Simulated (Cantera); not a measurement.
Thermodynamics of thermal oxidation and active oxidation of silicon, feed Si + CO2 + N2 + N2O

A closed system holds: 1 mol Si, 0.16 mol CO2, 17 mol N2, a varied amount of N2O, at 1698.15 K and 8.20 bar.

Cantera equilibrium calculation (NASA polynomials, part measured and part estimated; ideal gas, pure solids and liquids). Candidate condensed phases: C, Si, SiC, SiO2, Si2N2O, Si3N4; 34 gas species. Mutual solubility and eutectic melting of coexisting phases are not modelled. The tables hold silica as quartz up to 1696 K and as liquid above; real silica turns to tridymite and cristobalite and melts near 1996 K. Kinetics and transport are ignored.

```csv
n(N2O) (mol),x N2,x O2,x CO,x CO2,n Si2N2O(s),n SiO2(condensed)
0.34,0.991,<1e-12,0.00941,1.04e-7,0.500,0
0.45,0.991,<1e-12,0.00932,6.12e-6,0.463,0.0732
0.59,0.991,<1e-12,0.00922,6.05e-6,0.417,0.167
0.79,0.991,<1e-12,0.00908,5.96e-6,0.350,0.300
1,0.991,<1e-12,0.00894,5.87e-6,0.280,0.440
1.4,0.991,<1e-12,0.00868,5.70e-6,0.147,0.707
1.8,0.992,<1e-12,0.00844,5.54e-6,0.0133,0.973
2.4,0.981,0.00977,1.92e-6,0.00810,0,1.00
```
x: gas mole fraction; n: condensed amount in mol.

At 0.34 mol N2O the condensed part is Si2N2O(s). From 0.45 mol N2O to 1.8 mol N2O the condensed part is SiO2(condensed) + Si2N2O(s). At 2.4 mol N2O the condensed part is SiO2(condensed).
